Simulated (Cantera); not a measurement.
What does this Cantera script print?

```python
import numpy as np
import cantera as ct

gas = ct.Solution("gri30.yaml")
gas.TPX = 1725, 1000000, {'CH4': 1, 'H2O': 0.36}
reactor = ct.IdealGasConstPressureReactor(gas, energy="off", clone=False)
net = ct.ReactorNet([reactor])
net.rtol, net.atol = 1e-08, 1e-18
show = ['CH4', 'H2O', 'CH2', 'CH2CO', 'H2']
times = np.geomspace(3e-06, 2, 9)

steps = ct.SolutionArray(gas, extra=["t"])
rows = []
print(f"{'t/s':>10s}{'T/K':>9s}{'P/Pa':>11s}" + "".join(f"{s:>11s}" for s in show))
for t in times:
    while net.time < t:
        t_next = net.step()
        steps.append(gas.state, t=t_next)
    rows.append([np.interp(t, steps.t, y) for y in (steps.T, steps.P, *steps(*show).X.T)])
    print(f"{t:10.3e}{rows[-1][0]:9.1f}{rows[-1][1]:11.4g}" + "".join(f"{x:11.3e}" for x in rows[-1][2:]))
rate = np.gradient(steps.T, steps.t)
print("integrator steps:", len(steps.t))
if steps.T.max() > steps.T[0] + 200:
    print(f"time of steepest temperature rise: {steps.t[rate.argmax()]:.4e} s")
gas.TPX = 1725, 1000000, {'CH4': 1, 'H2O': 0.36}
gas.equilibrate("TP")
print(f"equilibrium (TP): T = {gas.T:.1f} K  " + "  ".join(f"{s} {gas[s].X[0]:.3e}" for s in show))
```

Output:

```
       t/s      T/K       P/Pa        CH4        H2O        CH2      CH2CO         H2
 3.000e-06   1725.0      1e+06  7.341e-01  2.646e-01  2.522e-08  1.989e-13  4.818e-04
 1.604e-05   1725.0      1e+06  7.291e-01  2.644e-01  5.567e-08  2.660e-10  3.263e-03
 8.572e-05   1725.0      1e+06  6.937e-01  2.616e-01  1.160e-07  1.964e-07  2.748e-02
 4.582e-04   1725.0      1e+06  5.278e-01  2.373e-01  8.242e-08  1.502e-05  1.677e-01
 2.449e-03   1725.0      1e+06  2.720e-01  1.942e-01  5.512e-08  3.388e-05  3.943e-01
 1.309e-02   1725.0      1e+06  1.467e-01  1.596e-01  4.556e-08  3.290e-05  5.132e-01
 6.999e-02   1725.0      1e+06  1.431e-01  1.020e-01  3.137e-08  1.768e-05  5.607e-01
 3.741e-01   1725.0      1e+06  1.337e-01  2.509e-02  1.792e-08  5.020e-06  6.268e-01
 2.000e+00   1725.0      1e+06  1.279e-01  1.914e-04  1.471e-08  2.685e-06  6.501e-01
integrator steps: 1479
equilibrium (TP): T = 1725.0 K  CH4 1.278e-01  H2O 1.339e-05  CH2 1.470e-08  CH2CO 2.682e-06  H2 6.502e-01
```

Computed with Cantera and GRI-Mech 3.0 (53 species, 325 reactions). GRI-Mech 3.0 stops at C3 and has no aromatics, soot or wall deposition, so with more carbon than oxygen in the feed, carbon stays in small species such as C2H2 where larger ones or solid carbon would form.
